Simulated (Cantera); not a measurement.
# Adiabatic ignition

An adiabatic, constant-pressure homogeneous reactor starts with CO : H2 : O2 : N2 = 1 : 0.22 : 1.03 : 3.89 (molar parts), at 1048 K and 100000 Pa.

Model: GRI-Mech 3.0 (53 species, 325 reactions), integrated in Cantera.

```
t (s)     T (K)    x CO      x H2    x O2    x NO2      x NO
--------  -----  ------  --------  ------  -------  --------
1.00e-6    1048   0.163    0.0358   0.168   <1e-12    <1e-12
2.28e-6    1048   0.163    0.0358   0.168   <1e-12    <1e-12
5.18e-6    1048   0.163    0.0358   0.168   <1e-12    <1e-12
1.18e-5    1048   0.163    0.0358   0.168   <1e-12    <1e-12
2.68e-5    1048   0.163    0.0358   0.168   <1e-12    <1e-12
6.11e-5    1048   0.163    0.0358   0.168   <1e-12    <1e-12
0.000139   1048   0.163    0.0358   0.168   <1e-12    <1e-12
0.000316   1613  0.0932   0.00224   0.110  3.84e-9   7.74e-6
0.000720   2207  0.0344   0.00142  0.0860  5.65e-8  0.000123
0.00164    2368  0.0193  0.000722  0.0813  2.58e-7  0.000448
0.00373    2416  0.0142  0.000522  0.0793  6.86e-7   0.00115
0.00848    2416  0.0138  0.000508  0.0785  1.53e-6   0.00258
0.0193     2413  0.0137  0.000503  0.0772  3.07e-6   0.00518
0.0439     2408  0.0135  0.000497  0.0755  5.02e-6   0.00854
0.100      2405  0.0133  0.000493  0.0745  6.17e-6    0.0105
```
x: mole fraction; the columns are a selection and need not sum to one.

| Property | Value |
|---|---|
| time of steepest temperature rise | 0.268 ms |
| temperature at 0.100 s | 2405 K |
| equilibrium temperature | 2405 K |
| x(CO) at 0.100 s | 0.0133 (gas-phase equilibrium 0.0133) |
| x(H2) at 0.100 s | 0.000493 (gas-phase equilibrium 0.000492) |
| x(O2) at 0.100 s | 0.0745 (gas-phase equilibrium 0.0744) |
